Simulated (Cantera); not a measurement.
An isothermal, constant-pressure homogeneous reactor starts with 98.3 % N2O, 1.67 % H2O, at 1548 K and 1.00 bar.

Detailed kinetics in Cantera: GRI-Mech 3.0 (53 species, 325 reactions). GRI-Mech 3.0 was tuned for natural gas; its chemistry of N2O as a main component is partial and can be far from experiment. The temperature is held fixed by assumption; the heat of reaction is taken as removed at once.

x: mole fraction; the columns are a selection and need not sum to one.

```tsv
t (s)	x N2O	x H2O	x N2	x OH	x H2O2
0.000600	0.898	0.0161	0.0500	0.000201	6.05e-8
0.00114	0.830	0.0157	0.0903	0.000211	4.44e-8
0.00218	0.718	0.0151	0.156	0.000215	3.43e-8
0.00415	0.556	0.0142	0.252	0.000211	2.78e-8
0.00791	0.360	0.0131	0.369	0.000197	2.26e-8
0.0151	0.177	0.0121	0.480	0.000170	1.71e-8
0.0287	0.0594	0.0115	0.553	0.000126	1.05e-8
0.0548	0.0115	0.0112	0.585	7.49e-5	4.34e-9
0.104	[?]	0.0112	0.592	[?]	[?]
0.199	1.11e-5	0.0112	0.593	4.17e-5	1.57e-9
0.379	5.70e-6	0.0112	0.593	4.17e-5	1.56e-9
0.722	5.68e-6	0.0112	0.593	4.17e-5	1.56e-9
1.38	5.64e-6	0.0112	0.593	4.17e-5	1.57e-9
2.62	5.57e-6	0.0112	0.593	4.17e-5	1.57e-9
5.00	5.45e-6	0.0112	0.594	4.17e-5	1.57e-9
```

### Question
What belongs in the gaps?

### Answer

- 0.104, x N2O: 0.000781
- 0.104, x OH: 4.52e-5
- 0.104, x H2O2: 1.80e-9
